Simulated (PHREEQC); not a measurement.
Solution (75 °C): 0.058 mol HF per kg of water. Closed to the air; pH follows from the charge balance.

Computed with PHREEQC (ion-association model, phreeqc.dat).

This is a speciation only: nothing precipitates in the calculation.

### Question
Estimate the pH, ionic strength.

### Answer
pH 2.39; ionic strength 0.00435 mol/kgw.

### Question
In which forms is F present?

### Answer
HF 91 %, F- 6.1 %, HF2- 2.8 % of the F.

Constants without temperature data keep their 25 °C values here.
